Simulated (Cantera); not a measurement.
A freely propagating, adiabatic, planar premixed flame of CO : H₂ : O₂ : N₂ = 1 : 0.042 : 0.724 : 2.72 (molar parts), equivalence ratio 0.72, unburnt at 350 K and 610000 Pa; mixture-averaged transport, grid criteria slope 0.08 and curve 0.16, no radiation.

Model: GRI-Mech 3.0 (53 species, 325 reactions), integrated in Cantera. The hydrogen kinetics of GRI-Mech 3.0 are dated; newer H2 mechanisms differ, most at raised pressure. Burning velocities carry a grid error of a few per cent, more on coarse grids.

### Question
What does this change do: O2 0.724 to 0.94 parts?

### Answer
| quantity | before | after |
|---|---|---|
| laminar burning velocity | 18.6 cm/s | 17.0 cm/s |
| thermal thickness | 0.179 mm | 0.185 mm |

### Question
What does this change do: inlet temperature 350 to 400 K?

### Answer
| quantity | before | after |
|---|---|---|
| laminar burning velocity | 18.6 cm/s | 23.5 cm/s |
| thermal thickness | 0.179 mm | 0.173 mm |
